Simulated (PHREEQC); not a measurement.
Consider water at 25 °C with 0.026 mol HF, 7.2e-05 mol NH4HF2 and 0.26 mol H3PO4 per kg of water. Closed to the air; pH follows from the charge balance.

All values are PHREEQC results (ion-association model, wateq4f.dat), not measurements.

Each row changes one thing in this solution. No solid was allowed to form.

```tsv
case	pH	ionic strength (mol/kgw)	H3PO4 (mol/kgw)	H2PO4- (mol/kgw)	HF (mol/kgw)	H2F2 (mol/kgw)
as made	1.41	0.0457	0.215	0.0452	0.0228	0.00137
temperature from 25 to 45 °C	1.45	0.0413	0.219	0.0408	0.0242	0.000730
temperature from 25 to 80 °C	1.52	0.0355	0.225	0.0352	0.0255	0.000194
temperature from 25 to 75 °C	1.51	0.0362	0.224	0.0359	0.0254	0.000238
diluted 5-fold with water	1.81	0.0175	0.0348	0.0172	0.00486	6.17e-5
0.0096 mol/kgw Na2SO4 added	1.44	0.0658	0.211	0.0490	0.0228	0.00137
diluted 2-fold with water	1.58	0.0305	0.0999	0.0301	0.0119	0.000374
HF from 0.026 to 0.039 mol/kgw	1.41	0.0459	0.215	0.0451	0.0327	0.00281
```

wateq4f.dat counts part of the HF as a dimer, H2F2, which phreeqc.dat doesn't know; its constant is uncertain. H3PO4, which wateq4f.dat lacks, is added to it with the constant of phreeqc.dat. Constants without temperature data keep their 25 °C values here.
